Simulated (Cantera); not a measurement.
A perfectly stirred reactor is fed with CO : O2 : H2O : N2 = 0.0095 : 0.0033 : 0.00033 : 1 (molar parts), at 10.0 bar; it is held at 1425 K, and followed from long to short residence time.

Computed with Cantera and GRI-Mech 3.0 (53 species, 325 reactions).

What does this change do: H2O 0.00033 to 7.1e-05 parts?


```csv
quantity,before,after
x(CO) at τ = 2.80 s,0.00283,0.00288
x(O2) at τ = 2.80 s,4.01e-6,6.54e-6
x(H2O) at τ = 2.80 s,0.000275,5.81e-5
x(H2) at τ = 2.80 s,4.91e-5,1.02e-5
x(N2O) at τ = 2.80 s,3.72e-8,1.18e-7
x(CO) at τ = 0.150 s,0.00288,0.00298
x(O2) at τ = 0.150 s,2.58e-5,5.58e-5
x(H2O) at τ = 0.150 s,0.000275,5.73e-5
x(H2) at τ = 0.150 s,4.10e-5,7.64e-6
x(N2O) at τ = 0.150 s,2.18e-7,8.34e-7
```

What does this change do: CO 0.0095 to 0.0048 parts?


```csv
quantity,before,after
x(CO) at τ = 2.80 s,0.00283,3.13e-5
x(O2) at τ = 2.80 s,4.01e-6,0.000906
x(H2O) at τ = 2.80 s,0.000275,0.000326
x(H2) at τ = 2.80 s,4.91e-5,2.44e-7
x(N2O) at τ = 2.80 s,3.72e-8,9.42e-7
x(CO) at τ = 0.150 s,0.00288,0.000268
x(O2) at τ = 0.150 s,2.58e-5,0.00102
x(H2O) at τ = 0.150 s,0.000275,0.000324
x(H2) at τ = 0.150 s,4.10e-5,1.53e-6
x(N2O) at τ = 0.150 s,2.18e-7,3.08e-6
```
